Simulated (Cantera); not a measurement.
# Hydrogen reduction and annealing atmospheres: SiO₂ + H₂ + N₂

A closed system holds: 1 mol SiO₂, 2200 mol H₂, 9.8 mol N₂, equilibrated at 0.240 Torr.

Cantera equilibrium calculation (NASA polynomials, part measured and part estimated; ideal gas, pure solids and liquids). Candidate condensed phases: H₂O, Si, SiO₂, Si₂N₂O, Si₃N₄; 35 gas species. N₂ is the only nitrogen source here; it is nearly inert below about 1500 K, so the nitride shown seldom forms there in practice. Mutual solubility and eutectic melting of coexisting phases are not modelled. The tables hold silica as quartz up to 1696 K and as liquid above; real silica turns to tridymite and cristobalite and melts near 1996 K. Kinetics and transport are ignored.

| T (K) | log p H₂ | log p H | log p N₂ | log p SiO | n SiO₂(α-quartz) | n Si₂N₂O(s) | n SiO₂(β-quartz) |
|---|---|---|---|---|---|---|---|
| 600 | -3.50 | <-15 | -5.85 | <-15 | 1.000 | 0 | 0 |
| 700 | -3.50 | -15.35 | -5.85 | <-15 | 1.000 | 0.000130 | 0 |
| 800 | -3.50 | -13.29 | -5.85 | <-15 | 0.999 | 0.000339 | 0 |
| 900 | -3.50 | -11.68 | -5.85 | -15.49 | 0 | 0.000700 | 0.999 |
| 1000 | -3.50 | -10.39 | -5.85 | -12.52 | 0 | 0.00123 | 0.998 |
| 1100 | -3.50 | -9.34 | -5.85 | -10.10 | 0 | 0.00176 | 0.996 |
| 1200 | -3.50 | -8.45 | -5.85 | -8.50 | 0 | 0 | 0.978 |
| 1300 | -3.50 | -7.70 | -5.85 | -7.59 | 0 | 0 | 0.821 |
| 1400 | -3.50 | -7.06 | -5.85 | -6.84 | 0 | 0 | 0 |
| 1500 | -3.50 | -6.50 | -5.85 | -6.84 | 0 | 0 | 0 |
| 1600 | -3.50 | -6.01 | -5.85 | -6.84 | 0 | 0 | 0 |
| 1700 | -3.50 | -5.58 | -5.85 | -6.84 | 0 | 0 | 0 |
| 1800 | -3.51 | -5.20 | -5.85 | -6.84 | 0 | 0 | 0 |
log p: log10 of the partial pressure in bar; n: condensed amount in mol.

At 600 K the condensed part is SiO₂(α-quartz). From 700 K to 800 K the condensed part is SiO₂(α-quartz) + Si₂N₂O(s). From 900 K to 1100 K the condensed part is SiO₂(β-quartz) + Si₂N₂O(s). From 1200 K to 1300 K the condensed part is SiO₂(β-quartz). From 1400 K to 1800 K nothing is condensed.
